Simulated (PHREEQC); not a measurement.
## Copper plating or etch bath: an equilibrium model

Solution (25 °C): 0.057 mol/kgw Cu(NO3)2, 0.001 mol/kgw HBF4 and 6.5e-05 mol/kgw NaCl. Closed to the air; pH follows from the charge balance.

All values are PHREEQC results (ion-association model, wateq4f.dat), not measurements.

This is a speciation only: nothing precipitates in the calculation.

### Question
Estimate the pH.

### Answer
pH 2.86.

### Question
In which forms is B present?

### Answer
H3BO3 72 %, BF4- 20 %, BF3OH- 4.5 %, BF2(OH)2- 3.8 % of the B.

Real BF4- forms and hydrolyses slowly; the run takes it at equilibrium.
